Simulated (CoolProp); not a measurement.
Saturation properties of R236EA.

The numbers come from the reference Helmholtz-energy equation of state, Rui 2013 in CoolProp.

| T (K) | p (bar) | vapour Z | surface tension (mN/m) | liquid viscosity (µPa s) |
|---|---|---|---|---|
| 257.2 | 0.3740 | 0.9785 | 17.7 | 727 |
| 270.6 | 0.7005 | 0.9661 | 15.8 | 576 |
| 284 | ? | ? | 13.9 | 468 |
| 297.4 | 2.006 | 0.9289 | 12.1 | 387 |
| 310.7 | 3.125 | 0.9033 | 10.4 | 323 |
| 324.1 | 4.682 | ? | ? | 272 |
| 337.5 | 6.769 | 0.8344 | 7.03 | 229 |
| 350.9 | 9.492 | 0.7898 | 5.47 | 192 |
| 364.3 | ? | 0.7368 | 3.99 | 160 |

### Question
Some entries are withheld; supply them.

### Answer

- 284, p (bar): 1.221
- 284, vapour Z: 0.9498
- 324.1, vapour Z: 0.8720
- 324.1, surface tension (mN/m): 8.66
- 364.3, p (bar): 12.97

It boils at 279.3 K under 1 atm.

Viscosity comes from a separate model (Huber 2003), an estimate that may be off by 10 % or more. Surface tension comes from a separate correlation (Mulero 2012).
